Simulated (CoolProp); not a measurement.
Aqueous methanol as a coolant, at 16 °C, 1 atm.

Model: Melinder's fits for secondary coolants, in CoolProp.

```json
[
 {"mass %": "5.5", "freezing point (°C)": "-3.3", "Prandtl number": "9.83", "cp (kJ/(kg K))": "4.219", "density (kg/m³)": "989.4", "viscosity (mPa s)": "1.30"},
 {"mass %": "11", "freezing point (°C)": "-7.3", "Prandtl number": "12.0", "cp (kJ/(kg K))": "4.199", "density (kg/m³)": "981.0", "viscosity (mPa s)": "1.50"},
 {"mass %": "16.5", "freezing point (°C)": "-11.9", "Prandtl number": "14.2", "cp (kJ/(kg K))": "4.147", "density (kg/m³)": "973.1", "viscosity (mPa s)": "1.70"},
 {"mass %": "21.9", "freezing point (°C)": "-16.9", "Prandtl number": "16.2", "cp (kJ/(kg K))": "4.082", "density (kg/m³)": "965.4", "viscosity (mPa s)": "1.86"},
 {"mass %": "27.4", "freezing point (°C)": "-22.7", "Prandtl number": "18.0", "cp (kJ/(kg K))": "4.007", "density (kg/m³)": "957.4", "viscosity (mPa s)": "1.99"},
 {"mass %": "32.8", "freezing point (°C)": "-29.1", "Prandtl number": "19.5", "cp (kJ/(kg K))": "3.926", "density (kg/m³)": "949.0", "viscosity (mPa s)": "2.06"},
 {"mass %": "38.3", "freezing point (°C)": "-36.3", "Prandtl number": "20.4", "cp (kJ/(kg K))": "3.832", "density (kg/m³)": "939.8", "viscosity (mPa s)": "2.08"},
 {"mass %": "43.7", "freezing point (°C)": "-44.2", "Prandtl number": "20.8", "cp (kJ/(kg K))": "3.723", "density (kg/m³)": "930.3", "viscosity (mPa s)": "2.06"},
 {"mass %": "49.2", "freezing point (°C)": "-53.1", "Prandtl number": "20.6", "cp (kJ/(kg K))": "3.598", "density (kg/m³)": "919.9", "viscosity (mPa s)": "1.99"}
]
```
